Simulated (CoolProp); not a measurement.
Computed with CoolProp (reference Helmholtz-energy equation of state, Wu 2012).

**Question.** For fluoroethane (R161), give the phase and the density (kg/m³), cp (kJ/(kg K)), speed of sound (m/s), expansivity (1/kK) at 327.5 K and 13.6 bar.

**Answer.** 
- 327.5 K and 13.6 bar: gas; density 29.1, cp 1.69, speed of sound 222, expansivity 5.89
